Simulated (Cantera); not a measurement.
Mixture: H2 : O2 : N2 = 1 : 0.333 : 1.25 (molar parts), at 31.6 atm, adiabatic and at constant pressure. Ignition delay is the time to a rise of 400 K.

Model: the H2/O2 subset of GRI-Mech 3.0, which has no nitrogen chemistry, integrated in Cantera. The hydrogen kinetics of GRI-Mech 3.0 are dated; newer H2 mechanisms differ, most at raised pressure. The pressure lies above the range GRI-Mech 3.0 was tuned for (to about 10 atm).

Task: What does this change do: N2 1.25 to 1.9 parts?

Result: 
```
quantity                                                before       after
--------------------------------------------------  ----------  ----------
delay at 1275 K                                        27.8 µs     32.8 µs
delay at 1325 K                                        12.1 µs     14.0 µs
delay at 1375 K                                        5.01 µs     5.74 µs
delay at 1425 K                                        2.08 µs     2.40 µs
delay at 1475 K                                        1.04 µs     1.25 µs
delay at 1525 K                                       0.656 µs    0.812 µs
delay at 1575 K                                       0.475 µs    0.598 µs
apparent activation energy between 1475 and 1575 K  150 kJ/mol  140 kJ/mol
```

Task: What does this change do: pressure from 31.6 atm to 0.503 atm?

Result: 
| quantity | before | after |
|---|---|---|
| delay at 1275 K | 27.8 µs | 72.1 µs |
| delay at 1325 K | 12.1 µs | 61.7 µs |
| delay at 1375 K | 5.01 µs | 54.6 µs |
| delay at 1425 K | 2.08 µs | 49.8 µs |
| delay at 1475 K | 1.04 µs | 46.7 µs |
| delay at 1525 K | 0.656 µs | 44.8 µs |
| delay at 1575 K | 0.475 µs | 44.0 µs |
Where the delays flatten at high temperature, the 400 K rule measures the pace of heat release, not the induction time.
